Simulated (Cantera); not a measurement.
A perfectly stirred reactor is fed with CH4 : H2 : O2 : N2 = 1 : 0.49 : 1.6 : 6.03 (molar parts), at 3750 Torr; it is adiabatic with a 325 K inlet, and is followed from long to short residence time, starting on the burning branch (τ in s: 0.14, 0.055, 0.021, 0.0084, 0.0033, 0.0013, 0.00051, 0.0002, 7.8e-05).

Cantera simulation using GRI-Mech 3.0 (53 species, 325 reactions); the numbers are that mechanism's predictions, not measurements.

Predict: blow-out, bracketed by the residence times tried; x(CH4) at τ = 0.140 s; x(H2) at τ = 0.140 s; x(O2) at τ = 0.140 s; x(CO) at τ = 0.140 s; x(HO2) at τ = 0.140 s; x(CH4) at τ = 3.30 ms; x(H2) at τ = 3.30 ms; x(O2) at τ = 3.30 ms; x(CO) at τ = 3.30 ms; x(HO2) at τ = 3.30 ms.


- blow-out, bracketed by the residence times tried = burning at 0.510 ms, out at 0.200 ms
- x(CH4) at τ = 0.140 s = 0.000395
- x(H2) at τ = 0.140 s = 0.0682
- x(O2) at τ = 0.140 s = 5.47e-5
- x(CO) at τ = 0.140 s = 0.0655
- x(HO2) at τ = 0.140 s = 1.71e-8
- x(CH4) at τ = 3.30 ms = 0.00324
- x(H2) at τ = 3.30 ms = 0.0581
- x(O2) at τ = 3.30 ms = 0.00154
- x(CO) at τ = 3.30 ms = 0.0596
- x(HO2) at τ = 3.30 ms = 6.25e-7
